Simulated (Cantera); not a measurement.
What does this Cantera script print?

```python
import numpy as np
import cantera as ct

gas = ct.Solution("gri30.yaml")


def delay(T, t_max=10):
    gas.TPX = T, 1000000, {'CO': 1, 'H2': 0.55, 'O2': 0.596, 'N2': 2.24}
    reactor = ct.IdealGasReactor(gas, clone=False)
    net = ct.ReactorNet([reactor])
    net.rtol, net.atol = 1e-8, 1e-16
    while net.time < t_max:
        t_old, T_old = net.time, reactor.T
        net.step()
        if reactor.T > T + 400:  # ignition: a rise of 400 K
            return t_old + (T + 400 - T_old) / (reactor.T - T_old) * (net.time - t_old)
    return np.nan


taus = []
for T in [1175, 1250, 1325, 1400, 1475, 1550, 1625, 1700, 1775]:
    taus.append(delay(T))
    print(f"T0 = {T:6g} K   tau = {taus[-1]:.4e} s")
```

Output:

```
T0 =   1175 K   tau = 4.3230e-05 s
T0 =   1250 K   tau = 1.0461e-05 s
T0 =   1325 K   tau = 4.8108e-06 s
T0 =   1400 K   tau = 2.9965e-06 s
T0 =   1475 K   tau = 2.1383e-06 s
T0 =   1550 K   tau = 1.6481e-06 s
T0 =   1625 K   tau = 1.3381e-06 s
T0 =   1700 K   tau = 1.1304e-06 s
T0 =   1775 K   tau = 9.8703e-07 s
```

Detailed kinetics in Cantera: GRI-Mech 3.0 (53 species, 325 reactions). The hydrogen kinetics of GRI-Mech 3.0 are dated; newer H2 mechanisms differ, most at raised pressure. Where the delays flatten at high temperature, the 400 K rule measures the pace of heat release, not the induction time.
